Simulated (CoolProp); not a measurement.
Vapour-liquid equilibrium of R22 (1) + ethanol (2) at 331.1 K; x and y are mole fractions of (1).

Model: multi-fluid Helmholtz-energy mixture model, Kamei 1995 and Schroeder 2014; pair parameters Bell 2016, in CoolProp.

| x | bubble pressure (MPa) | y at the bubble point | dew pressure at overall composition x (MPa) | liquid density (mol/L) |
|---|---|---|---|---|
| 0.05 | 0.2043 | 0.793 | 0.04487 | 16.31 |
| 0.15 | 0.5422 | 0.924 | 0.05017 | 16.10 |
| 0.25 | 0.8657 | 0.953 | 0.05687 | 15.86 |
| 0.35 | 1.145 | 0.966 | 0.06562 | 15.59 |
| 0.45 | 1.367 | 0.972 | 0.07752 | 15.27 |
| 0.55 | 1.537 | 0.976 | 0.09466 | 14.90 |
| 0.65 | 1.674 | 0.979 | 0.1215 | 14.46 |
| 0.75 | 1.805 | 0.983 | 0.1695 | 13.94 |
| 0.85 | 1.961 | 0.987 | 0.2804 | 13.32 |
| 0.95 | 2.176 | 0.994 | 0.8125 | 12.53 |

No azeotrope shows between x = 0.05 and 0.95.

The pair parameters rest on a limited set of measurements; away from them the model extrapolates. The gap from Raoult's law changes sign with composition, which may be real or a fault of the pair parameters; it wasn't checked against measurements.
